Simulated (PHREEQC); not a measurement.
Consider water at 80 °C with 75 mmol/kgw HF, 3.1 mmol/kgw (CH3)4NF, 1 mmol/kgw H2SiF6 and 4.8 mmol/kgw HCl. Closed to the air; pH follows from the charge balance.

The numbers come from PHREEQC with the ion-association model, phreeqc.dat.

```json
{
  "pH": "2.18",
  "ionic_strength": "0.0115 mol/kgw",
  "total_alkalinity": "-85.8 meq/kg"
}
```

```csv
species,molality,activity,log γ
HF,0.0735,0.0737,0.001
H+,0.00741,0.00666,-0.046
Cl-,0.00480,0.00424,-0.054
(CH3)4N+,0.00310,0.00274,-0.054
F-,0.00282,0.00249,-0.054
SiF6-2,0.001000,0.000620,-0.207
HF2-,0.000889,0.000787,-0.053
H4SiO4,6.19e-8,6.21e-8,0.001
```

Precipitation was switched off in this run. (CH3)4N+ isn't in the database: it is added as a free cation with an ion size of 4 Å. Away from 25 °C the constants follow the database's enthalpies or fits; those with neither stay at their 25 °C values. SiF6-2 is the database's only silicon fluoride.
